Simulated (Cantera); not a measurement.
A closed system holds: 1 mol SiCl₄, 3 mol HCl, 0.32 mol H₂, at 1.00 bar.

Equilibrium computed with Cantera from the NASA thermochemical tables; the gas is ideal and each condensed phase is pure. Candidate condensed phases: Si; 19 gas species. The tables' values for SiCl₃ are old estimates; treat these amounts as uncertain. The numbers say what is thermodynamically allowed, not how fast it happens.

x: gas mole fraction; nothing condenses.

```tsv
T (K)	x HCl	x SiCl₄	x H₂	x SiCl₃	x SiCl₂	x SiHCl₃	x Cl
1000	0.695	0.231	0.0739	1.11e-5	1.29e-8	0.000173	5.40e-9
1050	0.695	0.231	0.0738	3.01e-5	7.10e-8	0.000255	1.89e-8
1100	0.695	0.231	0.0737	7.44e-5	3.33e-7	0.000361	5.93e-8
1150	0.695	0.231	0.0735	0.000169	?	?	?
1200	0.695	0.230	0.0732	0.000359	4.91e-6	0.000660	4.40e-7
1250	0.696	0.230	0.0728	0.000715	1.59e-5	0.000856	1.07e-6
1300	0.696	0.229	0.0722	0.00134	4.66e-5	0.00108	2.42e-6
1350	0.697	0.227	0.0713	0.00239	0.000125	0.00133	5.19e-6
1400	0.699	0.225	0.0700	0.00403	0.000307	0.00159	1.06e-5
1450	0.701	0.222	0.0680	0.00649	0.000694	0.00185	2.07e-5
1500	0.705	0.217	0.0651	0.00991	0.00144	0.00207	3.92e-5
1550	0.710	0.210	0.0612	0.0144	?	0.00222	?
1600	0.716	0.201	0.0561	0.0198	0.00480	0.00228	0.000130
```

Q: What belongs in the gaps?

A: 
- 1150, x SiCl₂: 1.36e-6
- 1150, x SiHCl₃: 0.000496
- 1150, x Cl: 1.68e-7
- 1550, x SiCl₂: 0.00275
- 1550, x Cl: 7.21e-5
